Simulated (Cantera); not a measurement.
Feed: 1 mol BN, 0.74 mol O₂, 1.8 mol H₂, 27 mol H₂O, held at 100000 Pa.

Cantera equilibrium calculation (NASA polynomials, part measured and part estimated; ideal gas, pure solids and liquids). Candidate condensed phases: B, BN, B₂O₃, B₃O₃H₃, H₂O; 39 gas species. Gases not in the tables: H₃BO₃. The numbers say what is thermodynamically allowed, not how fast it happens.

Problem. Which condensed phases are stable at each of these points (T (K)): 800, 900, 1000, 1100, 1200, 1300, 1400, 1500, 1600, 1700, 1800, 1900, 2000?

Solution. 
```tsv
T (K)	condensed phases	B condensed (%)
800	gas only	0.0
900	gas only	0.0
1000	gas only	0.0
1100	gas only	0.0
1200	B₂O₃(l)	9.0
1300	B₂O₃(l)	28.6
1400	B₂O₃(l)	27.7
1500	gas only	0.0
1600	gas only	0.0
1700	gas only	0.0
1800	gas only	0.0
1900	gas only	0.0
2000	gas only	0.0
```

From 800 K to 1100 K nothing is condensed. From 1200 K to 1400 K the condensed part is B₂O₃(l). From 1500 K to 2000 K nothing is condensed.
